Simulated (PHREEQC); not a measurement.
A solution holds 0.53 mol/kgw NaOH and 0.0082 mol/kgw K3PO4, at 38 °C. Closed to the air; pH follows from the charge balance.

Equilibrium calculation in PHREEQC: ion-association model, phreeqc.dat.

Precipitation was switched off in this run.

Estimate the pH.

pH 13.11.

In which forms is P present?

PO4-3 99 %, HPO4-2 1.1 % of the P.

Constants without temperature data keep their 25 °C values here.
